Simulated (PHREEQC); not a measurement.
A solution holds 0.013 mol/kgw CuCl2, 0.27 mol/kgw HCl and 0.0015 mol/kgw KCl, at 25 °C. Closed to the air; pH follows from the charge balance.

Equilibrium calculation in PHREEQC: ion-association model, phreeqc.dat.

Precipitation was switched off in this run.

### Question
Estimate the pH.

### Answer
pH 0.68.

### Question
In which forms is Cu present?

### Answer
Cu+2 80 %, CuCl+ 18 %, CuCl2 1.3 % of the Cu.
